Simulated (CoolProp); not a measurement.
Vapour-liquid equilibrium of CH2F2 (R32) (1) + R1234yf (2) at 235.4 K; x and y are mole fractions of (1).

Computed with CoolProp (multi-fluid Helmholtz-energy mixture model, Tillner-Roth 1997 and Lemmon 2022; pair parameters Bell 2023).

| x | bubble pressure, mixture model (kPa) | bubble pressure, Raoult's law (kPa) | y, mixture model | y, Raoult's law |
|---|---|---|---|---|
| 0.05 | (withheld) | 75.67 | 0.184 | 0.130 |
| 0.15 | 103.6 | 88.36 | 0.419 | 0.333 |
| 0.25 | 123.2 | 101.1 | (withheld) | 0.486 |
| 0.35 | 139.6 | 113.7 | 0.650 | 0.604 |
| 0.45 | 153.1 | 126.4 | 0.716 | 0.698 |
| 0.55 | 164.1 | 139.1 | 0.768 | 0.776 |
| 0.65 | 173.4 | 151.8 | (withheld) | 0.840 |
| 0.75 | 181.3 | 164.5 | (withheld) | 0.895 |
| 0.85 | 188.2 | 177.2 | (withheld) | 0.941 |
| 0.95 | 194.0 | 189.9 | (withheld) | 0.982 |

### Question
What belongs in the gaps?

### Answer

- 0.05, bubble pressure, mixture model (kPa): 81.29
- 0.25, y, mixture model: 0.558
- 0.65, y, mixture model: 0.812
- 0.75, y, mixture model: 0.856
- 0.85, y, mixture model: 0.903
- 0.95, y, mixture model: 0.963

The largest gap from Raoult's law is +22.8 % in bubble pressure, at x = 0.35. No azeotrope shows between x = 0.05 and 0.95.

The pair parameters rest on a limited set of measurements; away from them the model extrapolates.
